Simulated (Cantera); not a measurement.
## Stirred combustor or abatement burner

A perfectly stirred reactor is fed with H2 : O2 : N2 : NO = 1 : 0.515 : 5.67 : 0.022 (molar parts), at 0.950 bar; it is adiabatic with a 725 K inlet, and is followed from long to short residence time, starting on the burning branch (τ in s: 0.025, 0.0094, 0.0035, 0.0013, 0.00047, 0.00017, 6.5e-05, 2.4e-05, 8.8e-06).

Model: GRI-Mech 3.0 (53 species, 325 reactions), integrated in Cantera. The mechanism lacks 2 NO + O2 → 2 NO2 and HONO, so NO2 and the effect of NO are under-described below about 1400 K.

| τ (s) | T (K) | x H2 | x O2 | x NO | x H2O2 | x OH | x NO2 | x N2 |
|---|---|---|---|---|---|---|---|---|
| 0.025 | 1719 | 0.00440 | 0.00430 | 0.00292 | 1.31e-7 | 0.00159 | 3.38e-7 | 0.843 |
| 0.0094 | 1692 | 0.00651 | 0.00530 | 0.00301 | 2.07e-7 | 0.00205 | 3.01e-7 | 0.841 |
| 0.0035 | 1652 | 0.00919 | 0.00672 | 0.00310 | 3.36e-7 | 0.00254 | 2.77e-7 | 0.838 |
| 0.0013 | 1593 | 0.0124 | 0.00865 | 0.00315 | 5.66e-7 | 0.00295 | 2.66e-7 | 0.835 |
| 0.00047 | 1509 | 0.0162 | 0.0113 | 0.00318 | 9.79e-7 | 0.00311 | 2.63e-7 | 0.829 |
| 0.00017 | 1397 | 0.0218 | 0.0154 | 0.00317 | 1.56e-6 | 0.00282 | 2.71e-7 | 0.822 |
| 6.5e-5 | 1248 | 0.0385 | 0.0248 | 0.00315 | 1.93e-6 | 0.00201 | 2.99e-7 | 0.814 |
| 2.4e-5 | 725 | 0.139 | 0.0715 | 0.00305 | <1e-12 | <1e-12 | <1e-12 | 0.787 |
| 8.8e-6 | 725 | 0.139 | 0.0715 | 0.00305 | <1e-12 | <1e-12 | <1e-12 | 0.787 |
x: mole fraction; the columns are a selection and need not sum to one.
